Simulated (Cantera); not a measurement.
A closed system holds: 1 mol MgO, 0.23 mol H2S, 0.91 mol H2O, equilibrated at 345 Torr.

These are equilibrium values from Cantera (NASA tables, ideal gas, pure condensed phases), not measurements of a reactor. Candidate condensed phases: H2O, H2SO4, Mg, MgO, Mg(OH)2, MgS, MgSO4, S; 26 gas species. Gases not in the tables: S3 to S7. Equilibrium is a limit: real reactors are often held back by kinetics, nucleation or transport. All values below are at 875 K.

Base state: H2O 0.794, H2S 0.194, H2 0.00821, S2 0.00303, SO2 0.000698, S2O 1.75e-5 (mole fractions); condensed: MgO(s).

Task: What changes in the equilibrium state with this change: pressure from 345 Torr to 12000 Torr?

Result: 
```
species        before     after
-----------  --------  --------
H2O             0.794     0.796
H2S             0.194     0.200
H2            0.00821   0.00291
S2            0.00303  0.000734
SO2          0.000698  0.000467
S2O           1.75e-5   1.20e-5
MgO(s), mol      1.00      1.00
```
